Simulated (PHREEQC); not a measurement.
## Phosphoric acid bath (model solution)

Solution (25 °C): 0.011 mol/kgw H3PO4, 0.062 mol/kgw H2SO4 and 1e-06 mol/kgw H4SiO4. Closed to the air; pH follows from the charge balance.

All values are PHREEQC results (ion-association model, phreeqc.dat), not measurements.

No solid was allowed to form.

Predict the pH.

pH 1.19.

In which forms is P present?

H3PO4 88 %, H2PO4- 12 % of the P.
